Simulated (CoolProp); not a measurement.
Dry air along the isotherm 80.5 K: Z from the reference equation and from simpler models built on Tc = 132.5 K, pc = 3.786 MPa, ω = 0.034; each cubic takes its own stable root.

The numbers come from the reference Helmholtz-energy equation of state, Lemmon 2000 in CoolProp. It is a pseudo-pure fit of the blend.

```json
[
 {"p (MPa)": "0.193", "phase": "liquid", "reference": "0.009622"},
 {"p (MPa)": "0.312", "phase": "liquid", "reference": "0.01555"},
 {"p (MPa)": "0.505", "phase": "liquid", "reference": "0.02515"},
 {"p (MPa)": "0.816", "phase": "liquid", "reference": "0.04061"},
 {"p (MPa)": "1.32", "phase": "liquid", "reference": "0.06559"},
 {"p (MPa)": "2.13", "phase": "liquid", "reference": "0.1056"},
 {"p (MPa)": "3.44", "phase": "liquid", "reference": "0.1699"},
 {"p (MPa)": "5.56", "phase": "liquid", "reference": "0.2731"},
 {"p (MPa)": "8.98", "phase": "liquid", "reference": "0.4374"},
 {"p (MPa)": "14.5", "phase": "liquid", "reference": "0.6975"},
 {"p (MPa)": "23.4", "phase": "liquid", "reference": "1.106"},
 {"p (MPa)": "37.9", "phase": "liquid", "reference": "1.749"}
]
```

Q: How far does each simpler model (Redlich-Kwong, Soave-Redlich-Kwong) lie from the reference over these 12 states: mean and median of the absolute difference, and the worst?

A: 
- Redlich-Kwong: mean 3.5 %, median 3.4 %, worst -3.7 % at 80.5 K and 14.5 MPa
- Soave-Redlich-Kwong: mean 2.7 %, median 2.6 %, worst -3.2 % at 80.5 K and 23.4 MPa
